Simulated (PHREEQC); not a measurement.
0.1 g of hydrous ferric oxide (600 m²/g; 0.2 weak and 0.005 strong sites per Fe, Dzombak-Morel constants, diffuse double layer) in 1 kg of water with 0.1 mol/kgw of an inert sodium salt and 2.3e-06 mol NaH2PO4, at 25 °C; the pH is set by adding NaOH or the inert anion's acid. O2 is buffered at 0.21 atm. No CO2 enters from the air. Precipitation was switched off in this run.

The numbers come from PHREEQC with the ion-association model, wateq4f.dat.

```
pH     P sorbed (%)  surface charge σ (C/m²)  surface potential ψ (mV)
-----  ------------  -----------------------  ------------------------
4             100.0                    0.316                       146
4.67          100.0                    0.249                       134
5.33          100.0                    0.174                       116
6             100.0                    0.109                        92
6.67           99.9                    0.061                        66
7.33           99.6                    0.028                        36
8              96.2                    0.003                         4
8.67           67.1                   -0.021                       -28
9.33           15.8                   -0.051                       -58
10              1.8                   -0.094                       -85
10.67           0.2                   -0.154                      -109
11.33           0.0                   -0.229                      -129
12              0.0                   -0.306                      -141
```

H3PO4, which wateq4f.dat lacks, is added to it with the constant of phreeqc.dat.
